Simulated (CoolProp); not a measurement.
R227EA at 362.95 K and 3.39 MPa flows at 0.31 m/s in a round tube of 100 mm bore and 45 µm roughness, fully developed (64/Re and Nu = 3.66 if laminar; Colebrook and Gnielinski if turbulent). Each further row changes one setting.

The numbers come from the reference Helmholtz-energy equation of state, Lemmon 2016 in CoolProp.

| case | Reynolds number | Darcy friction factor | pressure drop (Pa/m) | heat-transfer coefficient (W/(m² K)) | mass flow (kg/h) |
|---|---|---|---|---|---|
| as stated | 340000 | 0.0178 | 9.01 | 648 | 9250 |
| velocity 0.62 m/s | 679000 | 0.0171 | 34.7 | 1260 | 18500 |
| diameter 200 mm | 679000 | 0.0153 | 3.88 | 577 | 37000 |

Viscosity comes from a separate model (Huber 2003), an estimate that may be off by 10 % or more. Thermal conductivity comes from a separate model (Huber 2003), an estimate that may be off by 10 % or more.
